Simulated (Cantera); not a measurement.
Charge: 1 mol Si3N4, 0.082 mol H2O, 2.4 mol H2, at 0.160 Pa.

Equilibrium computed with Cantera from the NASA thermochemical tables; the gas is ideal and each condensed phase is pure. Candidate condensed phases: H2O, Si, SiO2, Si2N2O, Si3N4; 35 gas species. The tables' values for SiN are old estimates; treat these amounts as uncertain. The numbers say what is thermodynamically allowed, not how fast it happens. All values below are at 1600 K.

Base state: H2 0.487, N2 0.405, Si 0.0609, H 0.0300, SiO 0.0166, Si2 0.000152, SiH 0.000117, Si2N 7.09e-5 (mole fractions); condensed: Si(s).

Q: What changes in the equilibrium state with this change: H2O from 0.082 to 1.7 mol?

A: 
```
species       before     after
----------  --------  --------
H2             0.487     0.471
N2             0.405     0.237
SiO           0.0166     0.201
H             0.0300    0.0295
Si            0.0609    0.0609
Si2N         7.09e-5   5.42e-5
SiN          4.23e-5   3.23e-5
SiH         0.000117  0.000115
Si(s), mol      2.61     0.780
```
